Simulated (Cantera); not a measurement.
Input (Python, Cantera):

```python
import numpy as np
import cantera as ct

gas = ct.Solution("gri30.yaml")
gas.TPX = 1148, 2666, {'H2': 0.11, 'O2': 1}
reactor = ct.IdealGasConstPressureReactor(gas, energy="off", clone=False)
net = ct.ReactorNet([reactor])
net.rtol, net.atol = 1e-08, 1e-18
show = ['H2', 'O2', 'O', 'HO2', 'H']
times = np.geomspace(6e-05, 10, 15)

steps = ct.SolutionArray(gas, extra=["t"])
rows = []
print(f"{'t/s':>10s}{'T/K':>9s}{'P/Pa':>11s}" + "".join(f"{s:>11s}" for s in show))
for t in times:
    while net.time < t:
        t_next = net.step()
        steps.append(gas.state, t=t_next)
    rows.append([np.interp(t, steps.t, y) for y in (steps.T, steps.P, *steps(*show).X.T)])
    print(f"{t:10.3e}{rows[-1][0]:9.1f}{rows[-1][1]:11.4g}" + "".join(f"{x:11.3e}" for x in rows[-1][2:]))
rate = np.gradient(steps.T, steps.t)
print("integrator steps:", len(steps.t))
if steps.T.max() > steps.T[0] + 200:
    print(f"time of steepest temperature rise: {steps.t[rate.argmax()]:.4e} s")
gas.TPX = 1148, 2666, {'H2': 0.11, 'O2': 1}
gas.equilibrate("TP")
print(f"equilibrium (TP): T = {gas.T:.1f} K  " + "  ".join(f"{s} {gas[s].X[0]:.3e}" for s in show))
```

Result:

```
       t/s      T/K       P/Pa         H2         O2          O        HO2          H
 6.000e-05   1148.0       2666  9.910e-02  9.009e-01  2.359e-09  3.538e-09  3.135e-09
 1.416e-04   1148.0       2666  9.910e-02  9.009e-01  1.624e-08  8.483e-09  1.546e-08
 3.343e-04   1148.0       2666  9.910e-02  9.009e-01  4.950e-07  2.603e-08  4.368e-07
 7.891e-04   1148.0       2666  9.619e-02  8.990e-01  1.098e-03  6.344e-06  9.830e-04
 1.863e-03   1148.0       2666  3.072e-03  8.458e-01  4.088e-02  1.327e-05  2.117e-02
 4.396e-03   1148.0       2666  1.661e-03  8.676e-01  2.397e-02  1.260e-05  8.901e-03
 1.038e-02   1148.0       2666  5.790e-04  8.863e-01  8.139e-03  9.709e-06  1.718e-03
 2.449e-02   1148.0       2666  1.224e-04  8.936e-01  1.722e-03  4.993e-06  1.642e-04
 5.782e-02   1148.0       2666  2.215e-05  8.952e-01  3.189e-04  1.732e-06  1.308e-05
 1.365e-01   1148.0       2666  4.467e-06  8.956e-01  6.658e-05  5.047e-07  1.252e-06
 3.221e-01   1148.0       2666  1.089e-06  8.957e-01  1.682e-05  1.508e-07  1.591e-07
 7.604e-01   1148.0       2666  3.155e-07  8.957e-01  5.017e-06  4.980e-08  2.591e-08
 1.795e+00   1148.0       2666  1.039e-07  8.957e-01  1.687e-06  1.876e-08  5.048e-09
 4.237e+00   1148.0       2666  3.741e-08  8.957e-01  6.159e-07  8.906e-09  1.113e-09
 1.000e+01   1148.0       2666  1.444e-08  8.957e-01  2.398e-07  6.400e-09  2.706e-10
integrator steps: 1735
equilibrium (TP): T = 1148.0 K  H2 2.788e-09  O2 8.957e-01  O 4.631e-08  HO2 8.973e-09  H 2.332e-11
```

Detailed kinetics in Cantera: GRI-Mech 3.0 (53 species, 325 reactions). Radical loss at walls, strong at low pressure, is not modelled. The temperature is held fixed by assumption; the heat of reaction is taken as removed at once.
